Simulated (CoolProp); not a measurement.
A closed Brayton cycle with carbon dioxide: compressor inlet 310.15 K and 9.5 MPa, high pressure 27.3 MPa, turbine inlet 755 K, compressor efficiency 0.89, turbine efficiency 0.85, recuperator effectiveness 0.8 (on enthalpy, no pinch check). Each further row changes one setting.

Values from CoolProp's reference Helmholtz-energy equation of state, Span 1996.

```json
[
 {"case": "as stated", "thermal efficiency (%)": "28.4", "net work (kJ/kg)": "89.8", "compressor to turbine work": "0.24", "compressor exit (K)": "342.0", "turbine exit (K)": "640.7"},
 {"case": "turbine inlet 705 K", "thermal efficiency (%)": "27.2", "net work (kJ/kg)": "80.3", "compressor to turbine work": "0.26", "compressor exit (K)": "342.0", "turbine exit (K)": "594.6"},
 {"case": "compressor inlet 320.15 K", "thermal efficiency (%)": "27.4", "net work (kJ/kg)": "76.6", "compressor to turbine work": "0.35", "compressor exit (K)": "385.8", "turbine exit (K)": "640.7"},
 {"case": "high pressure 23.2 MPa", "thermal efficiency (%)": "26.5", "net work (kJ/kg)": "79.2", "compressor to turbine work": "0.21", "compressor exit (K)": "336.3", "turbine exit (K)": "657.9"},
 {"case": "recuperator effectiveness 0.5", "thermal efficiency (%)": "21.0", "net work (kJ/kg)": "89.8", "compressor to turbine work": "0.24", "compressor exit (K)": "342.0", "turbine exit (K)": "640.7"}
]
```
